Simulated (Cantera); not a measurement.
Input (Python, Cantera) and output of one run.

```python
import numpy as np
import cantera as ct

gas_names = """
    AL ALCL ALCL2 ALCL3 ALH ALO ALOCL ALOH ALO2 ALO2H AL2 AL2CL6 AL2O AL2O2 CL CLO CL2 H HALO HCL HOCL
    HO2 H2 H2O H2O2 O OH O2 O3
""".split()
cond_names = """
    AL(cr) AL(L) ALCL3(s) ALCL3(L) AL2O3(a) AL2O3(L) H2O(s) H2O(L)
""".split()


def load(file, names, dense=False):
    # The tables refer to 1 bar. Condensed volumes are neglected.
    table = {s.name: s for s in ct.Species.list_from_file(file)}
    out = []
    for n in names:
        d = dict(table[n].input_data)
        d["thermo"] = dict(d["thermo"], **{"reference-pressure": 1e5})
        if dense:
            d["equation-of-state"] = {"model": "constant-volume", "density": "1e6 g/cm^3"}
        out.append(ct.Species.from_dict(d))
    return out


gas = ct.Solution(thermo="ideal-gas", species=load("nasa_gas.yaml", gas_names))
cond = {s.name: ct.Solution(thermo="fixed-stoichiometry", species=[s], name=s.name)
        for s in load("nasa_condensed.yaml", cond_names, dense=True)}
atoms = {
    'Al2O3': {'AL': 2, 'O': 3},
    'HCl': {'H': 1, 'CL': 1},
}
top_T = {}  # K; cautious upper limits of use, not melting points


def equilibrate(T, P, feed):
    n = {}
    for name, mol in feed.items():
        for a, k in atoms[name].items():
            n[a] = n.get(a, 0.0) + k * mol
    gas.TPX = T, P, n
    mass = sum(n.values()) * gas.mean_molecular_weight
    gas.equilibrate("TP")
    valid = [c for c in cond.values() if c.min_temp <= T <= top_T.get(c.name, c.max_temp)]
    mix = ct.Mixture([(gas, mass / gas.mean_molecular_weight)] + [(c, 0.0) for c in valid])
    mix.T, mix.P = T, P
    mix.equilibrate("TP", solver="vcs", rtol=1e-11, max_steps=5000)
    return mix


results = []
feed = {'Al2O3': 1, 'HCl': 0.011}  # mol
P = 13332.2  # Pa
for T in [925, 1025, 1125, 1225, 1325, 1425, 1525]:
    mix = equilibrate(T, P, feed)
    results.append((T, P, feed, dict(zip(mix.species_names, mix.species_moles))))
    x = sorted(zip(gas.X, gas.species_names), reverse=True)
    print(f"T = {T:g} K  P = {P:g} Pa  gas = {mix.phase_moles(0):.4g} mol")
    print("   x: " + "  ".join(f"{s} {v:.3e}" for v, s in x if v > 0.001))
    print("   condensed (mol): " + ("  ".join(f"{mix.phase(i).name} {mix.phase_moles(i):.4g}"
          for i in range(1, mix.n_phases) if mix.phase_moles(i) > 1e-12) or "none"))
```

Output:

```
T = 925 K  P = 13332.2 Pa  gas = 0.011 mol
   x: HCL 9.997e-01
   condensed (mol): AL2O3(a) 1
T = 1025 K  P = 13332.2 Pa  gas = 0.011 mol
   x: HCL 9.993e-01
   condensed (mol): AL2O3(a) 1
T = 1125 K  P = 13332.2 Pa  gas = 0.011 mol
   x: HCL 9.986e-01
   condensed (mol): AL2O3(a) 1
T = 1225 K  P = 13332.2 Pa  gas = 0.011 mol
   x: HCL 9.975e-01  H2O 1.415e-03
   condensed (mol): AL2O3(a) 1
T = 1325 K  P = 13332.2 Pa  gas = 0.01099 mol
   x: HCL 9.958e-01  H2O 2.243e-03  ALCL3 1.495e-03
   condensed (mol): AL2O3(a) 1
T = 1425 K  P = 13332.2 Pa  gas = 0.01099 mol
   x: HCL 9.932e-01  H2O 3.316e-03  ALCL3 2.211e-03
   condensed (mol): AL2O3(a) 1
T = 1525 K  P = 13332.2 Pa  gas = 0.01099 mol
   x: HCL 9.896e-01  H2O 4.635e-03  ALCL3 3.089e-03  CL 1.691e-03
   condensed (mol): AL2O3(a) 1
```

Method: chemical equilibrium by Gibbs-energy minimisation in Cantera with the NASA 1993 tables (ideal gas, pure condensed phases). Condensed phases not in the tables: AlOCl.
